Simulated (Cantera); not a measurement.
An isothermal, constant-pressure homogeneous reactor starts with 9.09 % CH4, 90.9 % H2, at 1875 K and 0.0133 bar.

Cantera simulation using GRI-Mech 3.0 (53 species, 325 reactions); the numbers are that mechanism's predictions, not measurements. GRI-Mech 3.0 stops at C3 and has no aromatics, soot or wall deposition, so with more carbon than oxygen in the feed, carbon stays in small species such as C2H2 where larger ones or solid carbon would form. Radical loss at walls, strong at low pressure, is not modelled.

One state of this run: x CH4 = 0.00169; x H2 = 0.952; x C2H2 = 0.0407; x CH3 = 0.000179; x H = 0.00505; x C2H4 = 8.50e-6. x: mole fraction; the columns are a selection and need not sum to one.

Problem. Which value of t (s) does it belong to?
(A) 2.00e-6
(B) 4.85e-5
(C) 0.000140
(D) 0.691

Solution. D, 0.691
